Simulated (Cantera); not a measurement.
Charge: 1 mol Si, 0.65 mol Br₂, 0.84 mol N₂, at 925 K and 0.100 bar.

Equilibrium computed with Cantera from the NASA thermochemical tables; the gas is ideal and each condensed phase is pure. Candidate condensed phases: Br₂, Si, Si₃N₄; 13 gas species. N₂ is the only nitrogen source here; it is nearly inert below about 1500 K, so the nitride shown seldom forms there in practice. The tables' values for SiBr₃ are old estimates; treat these amounts as uncertain. The numbers say what is thermodynamically allowed, not how fast it happens.

Base state: N₂ 0.545, SiBr₄ 0.455, SiBr₃ 1.31e-5 (mole fractions); condensed: Si₃N₄(s).

Task: What changes in the equilibrium state with this change: temperature from 925 K to 1300 K?

Result: 
```
species         before    after
-------------  -------  -------
N₂               0.545    0.543
SiBr₄            0.455    0.443
SiBr₃          1.31e-5  0.00716
SiBr₂          1.72e-7  0.00482
Br             6.17e-6  0.00201
Br₂            7.83e-7  5.23e-5
Si₃N₄(s), mol    0.225    0.224
```
